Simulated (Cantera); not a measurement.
Standard-state values (1 bar) from the NASA 1993 polynomials, evaluated with Cantera. Values are per mole of reaction as written; species without (g) are pure solids or liquids, kept so even where they would boil at 1 bar.

3 C₂H₄(g) + 6 C = 2 C₆H₆(g), with ΔH° = 8.2 kJ and ΔS° = -154.1 J/K at 300 K.

Task: How far is the shortcut ΔG° ≈ ΔH°(300 K) − T·ΔS°(300 K) from the full temperature-dependent value at 823, 973, 1123, 1273, 1423, 1573, 1723 K?

Result: 
```csv
T (K),shortcut (kJ),full (kJ),difference (kJ),difference in log10 K
823,135.1,136.2,-1.1,0.07
973,158.2,159.2,-1.0,0.05
1123,181.3,182.0,-0.6,0.03
1273,204.4,204.5,-0.1,0.00
1423,227.6,226.9,0.7,-0.02
1573,250.7,249.1,1.6,-0.05
1723,273.8,271.2,2.6,-0.08
```
The shortcut ignores the heat-capacity change of the reaction.
